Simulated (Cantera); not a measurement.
## Counterflow diffusion flame

A counterflow diffusion flame at 0.987 atm, nozzles 20 mm apart: fuel side 33.6 % CH₄, 2.52 % C₂H₆, 6.72 % C₃H₈, 57.1 % N₂ at 550 K, oxidiser side 24.0 % O₂, 76.0 % N₂ at 550 K, fuel mass flux 0.85 times the oxidiser's; mixture-averaged transport, no radiation.

Computed with Cantera and GRI-Mech 3.0 (53 species, 325 reactions). GRI-Mech 3.0 was tuned for natural gas; its chemistry of propane as a main component is partial and can be far from experiment. GRI-Mech 3.0 has no aromatics or soot, which form on the fuel side of real flames. The maximum strain rate includes the flame's own expansion and is several times the mean.

```
oxidiser flux (kg/m²/s)  max strain (1/s)  mean strain (1/s)  T max (K)  peak x OH  peak x H  peak x NO  peak x CO  peak x C₂H₂
-----------------------  ----------------  -----------------  ---------  ---------  --------  ---------  ---------  -----------
0.25                                  175               39.1       2141    0.00850   0.00399   0.000332     0.0578       0.0188
0.31                                  213               48.4       2130    0.00854   0.00415   0.000318     0.0575       0.0183
0.4                                   268               62.5       2117    0.00854   0.00433   0.000299     0.0571       0.0176
0.5                                   330               78.1       2105    0.00852   0.00448   0.000282     0.0568       0.0170
0.62                                  402               96.9       2093    0.00849   0.00462   0.000264     0.0565       0.0164
0.78                                  498                122       2080    0.00843   0.00477   0.000245     0.0563       0.0158
0.99                                  622                155       2067    0.00836   0.00492   0.000223     0.0561       0.0151
1.2                                   744                188       2057    0.00829   0.00503   0.000205     0.0561       0.0145
1.6                                   973                250       2038    0.00812   0.00516   0.000176     0.0560       0.0135
```
x: mole fraction; the columns are a selection and need not sum to one.
